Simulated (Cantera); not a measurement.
**Gas-phase reforming**

An isothermal, constant-pressure homogeneous reactor starts with CH4 : CO2 = 1 : 1.2 (molar parts), at 1600 K and 1.18 atm.

Cantera simulation using GRI-Mech 3.0 (53 species, 325 reactions); the numbers are that mechanism's predictions, not measurements.

```
t (s)       x CH4   x CO2   x CH2CO     x OH      x O2
--------  -------  ------  --------  -------  --------
0.000400    0.452   0.545  1.74e-10  3.93e-9    <1e-12
0.000947    0.448   0.544   2.11e-9  7.93e-9    <1e-12
0.00224     0.435   0.541   2.98e-8  2.07e-8    <1e-12
0.00532     0.403   0.528   3.97e-7  5.09e-8    <1e-12
0.0126      0.345   0.496   2.98e-6  1.06e-7  1.54e-12
0.0298      0.263   0.433   1.13e-5  2.15e-7  4.44e-12
0.0706      0.164   0.320   3.18e-5  4.48e-7  8.56e-12
0.167      0.0761   0.182   6.48e-5  8.29e-7  1.11e-11
0.396      0.0362   0.113   6.29e-5  9.37e-7  8.69e-12
0.939      0.0282  0.0845   3.52e-5  7.01e-7  4.87e-12
2.22       0.0235  0.0593   1.56e-5  4.69e-7  2.52e-12
5.27       0.0180  0.0391   5.76e-6  3.00e-7  1.29e-12
12.5       0.0122  0.0254   1.89e-6  1.93e-7    <1e-12
29.6      0.00679  0.0178   5.80e-7  1.35e-7    <1e-12
70.0      0.00265  0.0145   1.53e-7  1.10e-7    <1e-12
```
x: mole fraction; the columns are a selection and need not sum to one.

Equilibrium at this temperature and pressure: CH4 2.57e-6, CO2 0.0132, CH2CO 1.18e-10, OH 1.01e-7, O2 <1e-12 (gas phase only).
